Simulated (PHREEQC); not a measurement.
Make-up at 60 °C: 0.032 mol/kgw HF, 0.0011 mol/kgw H2SiF6 and 0.17 mol/kgw HNO3. Closed to the air; pH follows from the charge balance.

Equilibrium calculation in PHREEQC: ion-association model, phreeqc.dat.

No solid was allowed to form.

Question: Order these F species by the share of F that they hold, largest first: F-, SiF6-2, HF.

Answer: HF (83 %), SiF6-2 (17 %), F- (0.31 %)

The pH is 0.86 and the ionic strength 0.173 mol/kgw. Species that the database lacks are ignored. Away from 25 °C the constants follow the database's enthalpies or fits; those with neither stay at their 25 °C values. SiF6-2 is the database's only silicon fluoride.
